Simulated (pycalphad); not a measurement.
CALPHAD calculation (pycalphad, COST 507 light-alloy database (1999)), 1 atm. The data set is of 1999 and partly superseded. Not assessed as a whole: an extrapolation from subsystems, which can miss ternary compounds. Phase fractions are per mole of atoms.

Question: Give the equilibrium state of Mg-0.24Al-0.46Si-0.23Fe (at.%) at 1050 K.

Answer: LIQUID, fraction 0.997, with 0.19 Al, 0.42 Si, 0.01 Fe at.%; BCC_B2, fraction 0.003, with 15.7 Al, 13.4 Si, 70.9 Fe at.%.

Question: Give the equilibrium state of Mg-0.24Al-0.46Si-0.23Fe (at.%) at 850 K.

Answer: HCP_A3, fraction 0.984, with 0.12 Al, <0.01 Si, <0.01 Fe at.%; MG2SI, fraction 0.013, with no Al, 33.3 Si, no Fe at.%; BCC_B2, fraction 0.004, with 30.4 Al, 10.8 Si, 58.8 Fe at.%.

Database names, with the compositions (at.%) that they take in these runs: MG2SI: Mg 67 Si 33. BCC_B2 is ordered bcc (B2); HCP_A3 is hcp. An entry "none" or "no" means that the model of the phase leaves that element out.
